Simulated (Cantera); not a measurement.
# Catalytic combustion on Pt

An isothermal plug-flow reactor at 925 K and 0.345 atm (inlet), inlet velocity 0.061 m/s, active area per volume 270 1/m; feed CH₄ : O₂ : N₂ = 0.0027 : 0.087 : 0.79 (molar parts), equivalence ratio 0.062.

Cantera simulation using Deutschmann's 1995 Pt surface mechanism with GRI-Mech 3.0 gas chemistry; the numbers are that mechanism's predictions, not measurements. Catalytic surfaces can have several steady states; this one follows from the mechanism file's or the stated starting coverage. Mass transfer to the wall is taken as infinitely fast.

```
z (m)      x CH₄    x O₂     x H₂O     x CO₂     x CO  θ free Pt   θ O*
-------  -------  ------  --------  --------  -------  ---------  -----
4.2e-05  0.00304  0.0988   5.27e-5   2.54e-5  9.55e-7      0.169  0.831
7.5e-05  0.00302  0.0988   9.38e-5   4.58e-5  1.10e-6      0.169  0.831
0.00013  0.00299  0.0987  0.000162   7.97e-5  1.13e-6      0.169  0.831
0.00024  0.00292  0.0986  0.000295  0.000146  1.11e-6      0.169  0.831
0.00042  0.00282  0.0984  0.000507  0.000253  1.07e-6      0.169  0.831
0.00075  0.00263  0.0980  0.000877  0.000437  9.99e-7      0.169  0.831
0.0013   0.00235  0.0975   0.00144  0.000719  8.92e-7      0.169  0.830
0.0024   0.00187  0.0965   0.00240   0.00120  7.11e-7      0.169  0.830
0.0042   0.00128  0.0953   0.00356   0.00178  4.90e-7      0.170  0.829
```
x: gas mole fraction; θ: surface coverage.
